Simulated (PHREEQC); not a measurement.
PHREEQC input (ion-association model, wateq4f.dat):

```
SOLUTION_MASTER_SPECIES
  An  An-  0  An  62.0  # stands for a non-complexing anion
SOLUTION_SPECIES
  An- = An-
    -log_k 0
    -gamma 3.0 0
  PO4-3 + 3H+ = H3PO4  # constants of phreeqc.dat
    -log_k 21.721
    -delta_h -10.1 kJ
PHASES
  Fix_H+
    H+ = H+
    -log_k 0
SOLUTION 1
  temp 25
  units mmol/kgw
  pH 7 charge
  P 0.00073
  Na 50.0007
  An 50
END
SELECTED_OUTPUT 1
  -reset false
  -pH true
  -pe true
  -ionic_strength true
  -water true
  -totals Na P
  -molalities Hfo_wOH Hfo_wOH2+ Hfo_wO- Hfo_sOH Hfo_sOH2+ Hfo_sO- Hfo_wH2PO4 Hfo_wHPO4- Hfo_wPO4-2
USER_PUNCH 1
  -headings sigma psi
  10 PUNCH EDL("sigma", "Hfo"), EDL("psi", "Hfo")
PRINT
  -reset false
USE solution 1
SURFACE 1
  Hfo_wOH 9.21348e-05 600 0.041
  Hfo_sOH 2.30337e-06
EQUILIBRIUM_PHASES 1
  Fix_H+ -3 HAn 10
    -force_equality true
  O2(g) -0.68 10
END
# ... the last block is repeated for the other 16 points of pH, with NaOH or the acid as the point needs
```

Selected output (columns that matter, 11 of 17 rows; pH added in front):

```
pH	mu	Na	P	m_Hfo_wOH	m_Hfo_wOH2+	m_Hfo_wO-	m_Hfo_sOH	m_Hfo_sOH2+	m_Hfo_sO-	m_Hfo_wH2PO4	m_Hfo_wHPO4-	m_Hfo_wPO4-2	sigma	psi
3	0.051218	0.050001	2.9511e-10	3.2115e-06	8.8191e-05	2.6792e-09	8.093e-08	2.2224e-06	6.7514e-11	3.8255e-07	3.4196e-07	5.1912e-09	0.35325	0.16867
3.75	0.050249	0.050001	1.3584e-10	1.2868e-05	7.8488e-05	4.8331e-08	3.2427e-07	1.9779e-06	1.2179e-09	1.3772e-07	5.5426e-07	3.7881e-08	0.31296	0.16296
4.12	0.050125	0.050001	1.0717e-10	2.1283e-05	6.9973e-05	1.483e-07	5.3633e-07	1.7633e-06	3.7372e-09	7.754e-08	5.7894e-07	7.3409e-08	0.27794	0.15695
4.88	0.050041	0.050001	1.0406e-10	4.13e-05	4.9312e-05	7.9241e-07	1.0408e-06	1.2427e-06	1.9968e-08	2.5399e-08	5.2218e-07	1.8231e-07	0.19164	0.13801
5.25	0.050027	0.050001	1.2423e-10	4.9845e-05	4.0142e-05	1.4179e-06	1.2561e-06	1.0116e-06	3.573e-08	1.5445e-08	4.7076e-07	2.4368e-07	0.15197	0.12624
6	0.050013	0.050001	2.4878e-10	6.1923e-05	2.6119e-05	3.3631e-06	1.5604e-06	6.582e-07	8.4748e-08	6.2527e-09	3.6388e-07	3.5962e-07	0.087262	0.098488
6.75	0.050007	0.050001	9.2141e-10	6.7647e-05	1.7903e-05	5.8556e-06	1.7047e-06	4.5114e-07	1.4756e-07	3.0397e-09	2.8194e-07	4.441e-07	0.043857	0.066096
7.12	0.050004	0.050001	2.4516e-09	6.8946e-05	1.5381e-05	7.0801e-06	1.7374e-06	3.8758e-07	1.7841e-07	2.2976e-09	2.5282e-07	4.7243e-07	0.028682	0.048599
7.88	0.050001	0.050001	3.2777e-08	7.0076e-05	1.1937e-05	9.4245e-06	1.7653e-06	3.0069e-07	2.3741e-07	1.4006e-09	2.0185e-07	4.9398e-07	0.005435	0.010571
8.25	0.050003	0.050003	1.2048e-07	7.0257e-05	1.0622e-05	1.0646e-05	1.7681e-06	2.6733e-07	2.6791e-07	9.9755e-10	1.6196e-07	4.4657e-07	-0.0042322	-0.0082537
9	0.050017	0.05002	5.7255e-07	6.9914e-05	7.9146e-06	1.4148e-05	1.7509e-06	1.982e-07	3.5431e-07	1.5492e-10	3.3594e-08	1.2371e-07	-0.026166	-0.045187
```

H3PO4, which wateq4f.dat lacks, is added to it with the constant of phreeqc.dat. The oxide is taken as insoluble; below pH 4 it would dissolve.
